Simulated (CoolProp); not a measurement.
Ethanol at 356.48 K and 0.0545 MPa is throttled through a valve to 0.0195 MPa with no heat exchange. Each further row changes one setting.

Computed with CoolProp (reference Helmholtz-energy equation of state, Schroeder 2014).

| case | temperature change (K) | final density (kg/m³) |
|---|---|---|
| as stated | -2.0 | 0.307 |
| outlet pressure 0.00585 MPa | -2.8 | 0.0918 |
| outlet pressure 0.0254 MPa | -1.7 | 0.400 |
